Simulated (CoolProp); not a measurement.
A Linde-Hampson liquefier for methane: isothermal reversible compression at 200 K from 1 atm to 40 MPa, throttling to 1 atm, return gas leaving the recuperator 2 K below the feed. Each further row changes one setting.

Values from CoolProp's reference Helmholtz-energy equation of state, Setzmann 1991.

```csv
case,liquid yield per pass,compression work (kJ/kg of gas)
as stated,[?],487
high pressure 80 MPa,[?],[?]
warm-end temperature 230 K,[?],[?]
warm-end gap 7 K,[?],487
```

Problem. What belongs in the gaps?

Solution. 
- as stated, liquid yield per pass: 0.494
- high pressure 80 MPa, liquid yield per pass: 0.418
- high pressure 80 MPa, compression work (kJ/kg of gas): 593
- warm-end temperature 230 K, liquid yield per pass: 0.404
- warm-end temperature 230 K, compression work (kJ/kg of gas): 609
- warm-end gap 7 K, liquid yield per pass: 0.486
